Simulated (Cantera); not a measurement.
Input: 1 mol C2F6, a varied amount of H2, equilibrated at 1150 °C and 1.00 Torr.

These are equilibrium values from Cantera (NASA tables, ideal gas, pure condensed phases), not measurements of a reactor. Candidate condensed phases: C, C6H6, C7H8, C8H18; 95 gas species. The feed counts by its element totals alone. Gases not in the tables: C2F6 and larger saturated fluorocarbons. Rates play no part.

Problem. At 0.68 mol H2, list the 4 most abundant gas species with their mole fractions, and the condensed phases.

Solution. HF 0.540, CF4 0.460, CF2 0.000237, F 5.91e-5. Condensed: C(graphite).
